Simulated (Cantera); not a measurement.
Thermodynamics of aluminium nitride and oxide growth, feed AlCl3 + NH3 + N2 + O2

Charge: 1 mol AlCl3, 0.36 mol NH3, 48 mol N2, 12 mol O2, held at 82.0 Pa.

Cantera equilibrium calculation (NASA polynomials, part measured and part estimated; ideal gas, pure solids and liquids). Candidate condensed phases: Al, AlCl3, AlN, Al2O3, H2O, NH4Cl; 45 gas species. Condensed phases not in the tables: AlOCl. Equilibrium is a limit: real reactors are often held back by kinetics, nucleation or transport.

| T (K) | log p N2 | log p O2 | log p Cl | log p Cl2 | log p HCl | log p H2O | log p NO | log p ClO | n Al2O3(s) |
|---|---|---|---|---|---|---|---|---|---|
| 650 | -3.19 | -3.83 | -9.31 | -4.84 | -4.95 | -5.79 | -10.19 | -11.81 | 0.500 |
| 700 | -3.19 | -3.82 | -8.61 | -4.86 | -4.90 | -6.01 | -9.67 | -11.23 | 0.500 |
| 750 | -3.19 | -3.82 | -8.00 | -4.87 | -4.88 | -6.24 | -9.21 | -10.74 | 0.500 |
| 800 | -3.19 | -3.82 | -7.47 | -4.88 | -4.86 | -6.46 | -8.82 | -10.30 | 0.500 |
| 850 | -3.19 | -3.82 | -7.00 | -4.89 | -4.85 | -6.66 | -8.46 | -9.91 | 0.500 |
| 900 | -3.19 | -3.82 | -6.58 | -4.89 | -4.85 | -6.85 | -8.15 | -9.57 | 0.500 |
| 950 | -3.19 | -3.82 | -6.20 | -4.90 | -4.85 | -7.01 | -7.87 | -9.26 | 0.500 |
| 1000 | -3.19 | -3.82 | -5.87 | -4.91 | -4.85 | -7.16 | -7.62 | -8.99 | 0.500 |
| 1050 | -3.19 | -3.82 | -5.57 | -4.94 | -4.85 | -7.28 | -7.40 | -8.75 | 0.500 |
| 1100 | -3.19 | -3.83 | -5.31 | -4.98 | -4.85 | -7.37 | -7.19 | -8.54 | 0.500 |
| 1150 | -3.19 | -3.83 | -5.09 | -5.06 | -4.85 | -7.42 | -7.00 | -8.37 | 0.500 |
| 1200 | -3.20 | -3.83 | -4.91 | -5.18 | -4.85 | -7.42 | -6.83 | -8.23 | 0.500 |
| 1250 | -3.20 | -3.83 | -4.78 | -5.35 | -4.85 | -7.35 | -6.67 | -8.14 | 0.500 |
log p: log10 of the partial pressure in bar; n: condensed amount in mol.

From 650 K to 1250 K the condensed part is Al2O3(s).
